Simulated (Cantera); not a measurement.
Charge: 1 mol Cu, 0.67 mol F₂, 0.24 mol H₂, equilibrated at 0.650 bar.

These are equilibrium values from Cantera (NASA tables, ideal gas, pure condensed phases), not measurements of a reactor. Candidate condensed phases: Cu, CuF₂; 15 gas species. Mutual solubility and eutectic melting of coexisting phases are not modelled. Rates play no part. All values below are at 1027 °C.

Base state: HF 0.982, CuF 0.0103, CuF₂ 0.00740, H₂F₂ 1.12e-5 (mole fractions); condensed: Cu(s) + CuF₂(l).

Q: What changes in the equilibrium state with this change: pressure from 0.650 bar to 0.00133 bar?

A: 
```tsv
species	before	after
CuF	0.0103	0.577
HF	0.982	0.375
CuF₂	0.00740	0.0474
H₂F₂	1.12e-5	3.36e-9
Cu	2.43e-7	0.000118
Cu(s), mol	0.567	0.200
CuF₂(l), mol	0.424	0
```
